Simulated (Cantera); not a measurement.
An isothermal plug-flow reactor at 998 K and 1.00 bar (inlet), inlet velocity 2.1 m/s, active area per volume 560 1/m; feed H2 : O2 : N2 = 0.02 : 0.011 : 0.79 (molar parts).

Computed with Cantera and Deutschmann's 1995 Pt surface mechanism with GRI-Mech 3.0 gas chemistry. Catalytic surfaces can have several steady states; this one follows from the mechanism file's or the stated starting coverage. Mass transfer to the wall is taken as infinitely fast.

One state of this run: x H2 = 7.33e-9; x O2 = 0.00123; x H2O = 0.0247; θ free Pt = 0.456; θ H* = 1.83e-6; θ O* = 0.540; θ OH* = 0.00354. x: gas mole fraction; θ: surface coverage.

Q: Which value of z (m) does it belong to?
A. 0.00012
B. 0.0033
C. 0.00024
D. 0.0009

A: B, 0.0033
